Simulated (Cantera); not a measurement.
**Reactions in the system H-N-Si**

Cantera with NASA thermochemical tables; ideal gases at 1 bar, condensed phases pure. Values are per mole of reaction as written; species without (g) are pure solids or liquids, kept so even where they would boil at 1 bar.

2 NH3(g) + 6 SiH2(g) ⇌ N2(g) + 6 SiH3(g)

```json
[
 {"T (K)": "723", "ΔH° (kJ)": "-132.8", "ΔS° (J/K)": "-158.1", "ΔG° (kJ)": "-18.6", "log10 K": "1.34"},
 {"T (K)": "798", "ΔH° (kJ)": "-134.5", "ΔS° (J/K)": "-160.3", "ΔG° (kJ)": "-6.6", "log10 K": "0.43"},
 {"T (K)": "873", "ΔH° (kJ)": "-136.1", "ΔS° (J/K)": "-162.1", "ΔG° (kJ)": "5.5", "log10 K": "-0.33"},
 {"T (K)": "948", "ΔH° (kJ)": "-137.3", "ΔS° (J/K)": "-163.5", "ΔG° (kJ)": "17.7", "log10 K": "-0.98"},
 {"T (K)": "1023", "ΔH° (kJ)": "-138.3", "ΔS° (J/K)": "-164.6", "ΔG° (kJ)": "30.0", "log10 K": "-1.53"},
 {"T (K)": "1098", "ΔH° (kJ)": "-139.1", "ΔS° (J/K)": "-165.3", "ΔG° (kJ)": "42.4", "log10 K": "-2.02"},
 {"T (K)": "1173", "ΔH° (kJ)": "-139.6", "ΔS° (J/K)": "-165.7", "ΔG° (kJ)": "54.8", "log10 K": "-2.44"},
 {"T (K)": "1248", "ΔH° (kJ)": "-139.9", "ΔS° (J/K)": "-166.0", "ΔG° (kJ)": "67.2", "log10 K": "-2.81"},
 {"T (K)": "1323", "ΔH° (kJ)": "-139.9", "ΔS° (J/K)": "-166.0", "ΔG° (kJ)": "79.7", "log10 K": "-3.15"}
]
```

2 SiH4(g) ⇌ H2(g) + 2 SiH3(g)

| T (K) | ΔH° (kJ) | ΔS° (J/K) | ΔG° (kJ) | log10 K |
|---|---|---|---|---|
| 723 | 354.7 | 165.2 | 235.3 | -17.00 |
| 798 | 354.9 | 165.4 | 222.9 | -14.59 |
| 873 | 354.9 | 165.4 | 210.5 | -12.59 |
| 948 | 354.8 | 165.3 | 198.1 | -10.91 |
| 1023 | 354.6 | 165.1 | 185.7 | -9.48 |
| 1098 | 354.3 | 164.8 | 173.3 | -8.25 |
| 1173 | 353.9 | 164.5 | 161.0 | -7.17 |
| 1248 | 353.5 | 164.1 | 148.7 | -6.22 |
| 1323 | 353.0 | 163.7 | 136.4 | -5.38 |

2 NH3(g) + 6 SiH3(g) ⇌ N2(g) + 6 SiH4(g)

```
T (K)  ΔH° (kJ)  ΔS° (J/K)  ΔG° (kJ)  log10 K
-----  --------  ---------  --------  -------
723      -958.3     -266.6    -765.5    55.30
798      -957.2     -265.3    -745.5    48.80
873      -956.0     -263.8    -725.7    43.42
948      -954.7     -262.3    -706.0    38.90
1023     -953.2     -260.8    -686.4    35.04
1098     -951.6     -259.3    -666.9    31.72
1173     -949.9     -257.9    -647.5    28.83
1248     -948.2     -256.4    -628.2    26.29
1323     -946.5     -255.1    -609.0    24.04
```

SiH4(g) ⇌ 2 H(g) + SiH2(g)

| T (K) | ΔH° (kJ) | ΔS° (J/K) | ΔG° (kJ) | log10 K |
|---|---|---|---|---|
| 723 | 658.4 | 256.8 | 472.7 | -34.15 |
| 798 | 659.9 | 258.8 | 453.4 | -29.68 |
| 873 | 661.2 | 260.4 | 433.9 | -25.96 |
| 948 | 662.4 | 261.7 | 414.3 | -22.83 |
| 1023 | 663.5 | 262.8 | 394.7 | -20.15 |
| 1098 | 664.4 | 263.7 | 374.9 | -17.84 |
| 1173 | 665.2 | 264.4 | 355.1 | -15.81 |
| 1248 | 665.9 | 264.9 | 335.3 | -14.03 |
| 1323 | 666.5 | 265.4 | 315.4 | -12.45 |
